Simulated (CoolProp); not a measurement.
The numbers come from the reference Helmholtz-energy equation of state, Lemmon 2006 in CoolProp. It is a short technical equation, of lower accuracy than the large ones.

### Question
For acetone, give the phase and the density (kg/m³), Joule-Thomson coefficient (K/MPa), isothermal compressibility (1/MPa), fugacity coefficient at 295.9 K and 6.38 MPa; 336.8 K and 6.38 MPa; 345 K and 6.38 MPa.

### Answer
- 295.9 K and 6.38 MPa: liquid; density 793, Joule-Thomson coefficient -0.357, isothermal compressibility 0.00117, fugacity coefficient 0.00516
- 336.8 K and 6.38 MPa: liquid; density 748, Joule-Thomson coefficient -0.293, isothermal compressibility 0.00170, fugacity coefficient 0.0229
- 345 K and 6.38 MPa: liquid; density 739, Joule-Thomson coefficient -0.276, isothermal compressibility 0.00185, fugacity coefficient 0.0294
